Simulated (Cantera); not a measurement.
Charge: 1 mol Si3N4, 0.013 mol CO2, a varied amount of N2, equilibrated at 250000 Pa.

Cantera equilibrium calculation (NASA polynomials, part measured and part estimated; ideal gas, pure solids and liquids). Candidate condensed phases: C, Si, SiC, SiO2, Si2N2O, Si3N4; 34 gas species. Mutual solubility and eutectic melting of coexisting phases are not modelled. Equilibrium is a limit: real reactors are often held back by kinetics, nucleation or transport.

### Question
What condenses at these points (T in K, n(N2) in mol): (1423, 5.4); (1723, 200); (2173, 410); (1498, 850); (1798, 2.6); (2098, 200)?

### Answer
```tsv
T (K)	n(N2) in mol	condensed phases	Si condensed (%)
1423	5.4	C + Si2N2O + Si3N4	100.0
1723	200	Si2N2O + Si3N4	100.0
2173	410	Si3N4	97.7
1498	850	Si2N2O + Si3N4	100.0
1798	2.6	C + Si2N2O + Si3N4	100.0
2098	200	Si3N4	99.4
```
